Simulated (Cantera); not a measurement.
Charge: 1 mol Ni, 1.1 mol H₂S, 85 mol H₂, at 0.0133 bar.

Cantera equilibrium calculation (NASA polynomials, part measured and part estimated; ideal gas, pure solids and liquids). Candidate condensed phases: Ni, NiS, NiS₂, Ni₃S₂, Ni₃S₄, S; 9 gas species. Metal and sulfide melt together well below either melting point, which pure phases cannot show. Mutual solubility and eutectic melting of coexisting phases are not modelled. Gases not in the tables: S₃ to S₇. The numbers say what is thermodynamically allowed, not how fast it happens.

x: gas mole fraction; n: condensed amount in mol.

| T (°C) | x H₂ | x H₂S | x S₂ | x SH | x H | x S | x Ni | n Ni(s) | n Ni₃S₂(l) |
|---|---|---|---|---|---|---|---|---|---|
| 827 | 0.995 | 0.00521 | (withheld) | 1.65e-6 | 2.23e-7 | 5.69e-10 | 1.70e-11 | 0.0235 | 0.325 |
| 877 | 0.994 | 0.00611 | (withheld) | 4.23e-6 | 6.44e-7 | 2.86e-9 | 1.28e-10 | 0.140 | 0.287 |
| 927 | 0.993 | 0.00701 | (withheld) | 9.98e-6 | 1.70e-6 | 1.25e-8 | 8.10e-10 | 0.259 | 0.247 |
| 977 | 0.992 | 0.00792 | (withheld) | 2.18e-5 | 4.17e-6 | 4.85e-8 | 4.43e-9 | 0.381 | 0.206 |
| 1027 | 0.991 | 0.00882 | (withheld) | 4.48e-5 | 9.54e-6 | 1.68e-7 | 2.12e-8 | 0.507 | 0.164 |
| 1077 | 0.990 | 0.00970 | (withheld) | 8.66e-5 | 2.05e-5 | 5.31e-7 | 9.02e-8 | 0.642 | 0.119 |
| 1127 | 0.989 | 0.0105 | (withheld) | 0.000159 | 4.19e-5 | 1.54e-6 | 3.46e-7 | 0.792 | 0.0694 |
| 1177 | 0.988 | 0.0114 | (withheld) | 0.000280 | 8.14e-5 | 4.12e-6 | 1.20e-6 | 0.972 | 0.00942 |
| 1227 | 0.988 | 0.0109 | (withheld) | 0.000425 | 0.000152 | 9.30e-6 | 3.86e-6 | 0.999 | 0 |
| 1277 | 0.988 | 0.0102 | (withheld) | 0.000607 | 0.000271 | 1.92e-5 | 1.14e-5 | 0.998 | 0 |

### Question
What belongs in the gaps?

### Answer

- 827, x S₂: 7.99e-7
- 877, x S₂: 2.59e-6
- 927, x S₂: 7.52e-6
- 977, x S₂: 1.99e-5
- 1027, x S₂: 4.82e-5
- 1077, x S₂: 0.000108
- 1127, x S₂: 0.000229
- 1177, x S₂: 0.000455
- 1227, x S₂: 0.000696
- 1277, x S₂: 0.000967
